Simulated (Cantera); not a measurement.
Adiabatic ignition

An adiabatic, constant-volume homogeneous reactor starts with 7.44 % CH3OH, 18.9 % O2, 71.9 % N2, 1.79 % H2O, equivalence ratio 0.59, at 1798 K and 4.93 atm.

Computed with Cantera and GRI-Mech 3.0 (53 species, 325 reactions). GRI-Mech 3.0 was tuned for natural gas; its chemistry of methanol as a main component is partial and can be far from experiment.

```tsv
t (s)	T (K)	P (bar)	x CH3OH	x O2	x H2O	x CH3	x CH2O
1.00e-6	1799	5.01	0.0724	0.188	0.0188	0.000150	0.00149
3.74e-6	1866	5.28	0.0512	0.174	0.0340	9.29e-5	0.0157
1.40e-5	2894	8.56	<1e-12	0.0750	0.137	<1e-12	3.47e-10
5.23e-5	2909	8.59	<1e-12	0.0729	0.138	<1e-12	3.22e-10
0.000196	2896	8.54	<1e-12	0.0687	0.139	<1e-12	3.13e-10
0.000731	2885	8.50	<1e-12	0.0653	0.140	<1e-12	3.06e-10
0.00273	2885	8.50	<1e-12	0.0652	0.140	<1e-12	3.05e-10
0.0102	2885	8.50	<1e-12	0.0652	0.140	<1e-12	3.05e-10
0.0382	2885	8.50	<1e-12	0.0652	0.140	<1e-12	3.05e-10
0.143	2885	8.50	<1e-12	0.0652	0.140	<1e-12	3.05e-10
0.535	2885	8.50	<1e-12	0.0652	0.140	<1e-12	3.05e-10
2.00	2885	8.50	<1e-12	0.0652	0.140	<1e-12	3.05e-10
```
x: mole fraction; the columns are a selection and need not sum to one.

| Item | Result |
|---|---|
| time of steepest temperature rise | 5.82 µs |
| temperature at 2.00 s | 2885 K |
| equilibrium temperature | 2885 K |
| x(CH3OH) at 2.00 s | <1e-12 (gas-phase equilibrium <1e-12) |
| x(O2) at 2.00 s | 0.0652 (gas-phase equilibrium 0.0652) |
| x(H2O) at 2.00 s | 0.140 (gas-phase equilibrium 0.140) |
